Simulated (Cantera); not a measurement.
**Low-pressure radical oxidation in H2/O2**

An isothermal, constant-pressure homogeneous reactor starts with H2 : O2 = 0.049 : 1 (molar parts), equivalence ratio 0.025, at 1273 K and 20.0 Torr.

Computed with Cantera and GRI-Mech 3.0 (53 species, 325 reactions). Radical loss at walls, strong at low pressure, is not modelled. The temperature is held fixed by assumption; the heat of reaction is taken as removed at once.

| t (s) | x H2 | x O2 | x H2O2 | x O | x H | x H2O |
|---|---|---|---|---|---|---|
| 3.00e-6 | 0.0467 | 0.953 | <1e-12 | 7.91e-11 | 8.24e-10 | 2.56e-12 |
| 1.03e-5 | 0.0467 | 0.953 | <1e-12 | 8.08e-10 | 2.39e-9 | 9.06e-11 |
| 3.56e-5 | 0.0467 | 0.953 | 2.63e-12 | 6.95e-9 | 6.35e-9 | 2.61e-9 |
| 0.000123 | 0.0467 | 0.953 | 3.10e-11 | 7.56e-8 | 3.51e-8 | 7.41e-8 |
| 0.000423 | 0.0467 | 0.953 | 3.98e-10 | 1.23e-5 | 5.03e-6 | 1.72e-5 |
| 0.00146 | 0.00116 | 0.917 | 1.82e-7 | 0.0308 | 0.00667 | 0.0400 |
| 0.00503 | 0.000600 | 0.924 | 1.42e-7 | 0.0251 | 0.00415 | 0.0426 |
| 0.0173 | 0.000297 | 0.939 | 1.31e-7 | 0.0119 | 0.00137 | 0.0452 |
| 0.0597 | 6.33e-5 | 0.949 | 8.38e-8 | 0.00249 | 0.000131 | 0.0470 |
| 0.206 | 7.71e-6 | 0.952 | 3.17e-8 | 0.000303 | 5.61e-6 | 0.0476 |
| 0.709 | 9.75e-7 | 0.952 | 8.79e-9 | 3.86e-5 | 2.56e-7 | 0.0478 |
| 2.44 | 1.63e-7 | 0.952 | 2.26e-9 | 6.51e-6 | 1.77e-8 | 0.0478 |
| 8.42 | 3.71e-8 | 0.952 | 6.57e-10 | 1.49e-6 | 1.94e-9 | 0.0478 |
| 29.0 | 1.69e-8 | 0.952 | 3.51e-10 | 6.80e-7 | 6.01e-10 | 0.0478 |
| 100 | 1.61e-8 | 0.952 | 3.38e-10 | 6.47e-7 | 5.57e-10 | 0.0478 |
x: mole fraction; the columns are a selection and need not sum to one.

Equilibrium at this temperature and pressure: H2 1.61e-8, O2 0.952, H2O2 3.38e-10, O 6.47e-7, H 5.57e-10, H2O 0.0478 (gas phase only).
